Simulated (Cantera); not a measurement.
Input: 1 mol Ti(OiPr)4, 0.7 mol C3H8.

Method: chemical equilibrium by Gibbs-energy minimisation in Cantera with the NASA 1993 tables (ideal gas, pure condensed phases). Candidate condensed phases: C, C6H6, C7H8, C8H18, H2O, Ti, TiC, TiO, TiO2, Ti2O3, Ti3O5, Ti4O7; 113 gas species. The feed counts by its element totals alone. Mutual solubility and eutectic melting of coexisting phases are not modelled. TiC: taken at fixed stoichiometry. Condensed phases not in the tables: Magnéli phases beyond Ti4O7. Kinetics and transport are ignored.

Stable condensed phases, one row left out:

```
T in K \ P in Pa
             10     25     63    160    400   1000   2500   6300  16000  40000 100000
   1373       A      A      A      A      A      A      A      A      A      B      B
   1348       A      A      A      A      A      A      A      A      C      B      B
   1323       A      A      A      A      A      A      A      A      B      B      D
   1298       A      A      A      A      A      A      A      C      B      B      D
   1273       A      A      A      A      A      A      A      B      B      D      D
   1248       A      A      A      A      A      A      C      B      B      D      E
   1223       A      A      A      A      A      A      B      B      D      D      F
   1198       A      A      A      A      A      C      B      D      D      F      F
   1148       A      A      A      A      B      B      D      D      F      F      F
```

A: C + TiC; B: C + Ti3O5; C: C + TiC + Ti3O5; D: C + Ti4O7; E: C + TiO2 + Ti4O7; F: C + TiO2.

Problem. Give the row for 1173 K.

Solution. 10: C + TiC; 25: C + TiC; 63: C + TiC; 160: C + TiC; 400: C + TiC; 1000: C + Ti3O5; 2500: C + Ti3O5; 6300: C + Ti4O7; 16000: C + Ti4O7; 40000: C + TiO2; 100000: C + TiO2.
